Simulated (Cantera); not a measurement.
Input: 1 mol Si₂Cl₆, 43 mol NH₃, 8.6 mol H₂, at 0.100 bar.

These are equilibrium values from Cantera (NASA tables, ideal gas, pure condensed phases), not measurements of a reactor. Candidate condensed phases: NH₄Cl, Si, Si₃N₄; 28 gas species. The feed counts by its element totals alone. Kinetics and transport are ignored.

**Question.** At 1198 K, list the 3 most abundant gas species with their mole fractions, and the condensed phases.

**Answer.** H₂ 0.728, N₂ 0.209, HCl 0.0623. Condensed: Si₃N₄(s).
